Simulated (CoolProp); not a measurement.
Dodecamethylpentasiloxane (MD3M) along the isobar 2270 kPa: Z from the reference equation and from simpler models built on Tc = 354.9 °C, pc = 954.0 kPa, ω = 0.730; each cubic takes its own stable root.

Model: reference Helmholtz-energy equation of state, Thol 2019, in CoolProp.

| T (°C) | phase | reference |
|---|---|---|
| 146.85 | liquid | 0.3309 |
| 160.15 | liquid | 0.3265 |
| 173.55 | liquid | 0.3226 |
| 186.85 | liquid | 0.3193 |
| 200.15 | liquid | 0.3165 |
| 213.55 | liquid | 0.3143 |
| 226.85 | liquid | 0.3126 |
| 240.15 | liquid | 0.3115 |
| 253.55 | liquid | 0.3110 |
| 266.85 | liquid | 0.3112 |
| 280.15 | liquid | 0.3122 |
| 293.55 | liquid | 0.3140 |
| 306.85 | liquid | 0.3169 |
| 320.15 | liquid | 0.3210 |
| 333.55 | liquid | 0.3268 |
| 346.85 | liquid | 0.3345 |

### Question
How far does each simpler model (van der Waals, Soave-Redlich-Kwong, Peng-Robinson) lie from the reference over these 16 states: mean and median of the absolute difference, and the worst?

### Answer
- van der Waals: mean 62.5 %, median 63.9 %, worst +72.9 % at 146.85 °C and 2270 kPa
- Soave-Redlich-Kwong: mean 12.1 %, median 11.7 %, worst +15.6 % at 346.85 °C and 2270 kPa
- Peng-Robinson: mean 1.2 %, median 1.2 %, worst +3.7 % at 346.85 °C and 2270 kPa
